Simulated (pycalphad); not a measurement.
Source of the numbers: pycalphad with the COST 507 light-alloy database (1999); pressure 1 atm. These are 1990s assessments: newer ones move some temperatures and phases. Amounts are mole fractions of atoms. Diffusion is slow at the low end, where real alloys seldom reach equilibrium.

Task: Give the equilibrium state of V-0.3372Si (wt.%) at 950 K.

Result: bcc, fraction 0.987, with 0.18 Si wt.%; SIV3, fraction 0.013, with 13.9 Si wt.%.

Database names, with the compositions (at.%) that they take in these runs: SIV3: V 75-78 Si 22-25.
